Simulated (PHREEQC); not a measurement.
A solution holds 0.21 mol CdSO4, 0.0044 mol Na2SO4 and 0.0013 mol MnSO4 per kg of water, at 25 °C. Closed to the air; pH follows from the charge balance.

Equilibrium calculation in PHREEQC: ion-association model, phreeqc.dat.

No solid was allowed to form.

### Question
What pH, ionic strength does the model give?

### Answer
pH 5.80; ionic strength 0.369 mol/kgw.

### Question
In which forms is S present?

### Answer
Cd(SO4)2-2 38 %, CdSO4 37 %, SO4-2 24 % of the S.
